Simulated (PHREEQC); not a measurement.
# Copper plating or etch bath: speciation

A solution holds 0.035 mol/kgw CuCl2, 0.12 mol/kgw HNO3 and 0.00015 mol/kgw KCl, at 25 °C. It is in equilibrium with CO2 at log p = -1 (atm). Otherwise closed; pH follows from the charge balance.

Model: ion-association model, phreeqc.dat, run in PHREEQC.

Precipitation was switched off in this run.

Problem. Predict the pH, specific conductance.

Solution. pH 1.02; specific conductance 45700 µS/cm.

Problem. In which forms is Cu present?

Solution. Cu+2 94 %, CuCl+ 5.5 % of the Cu.
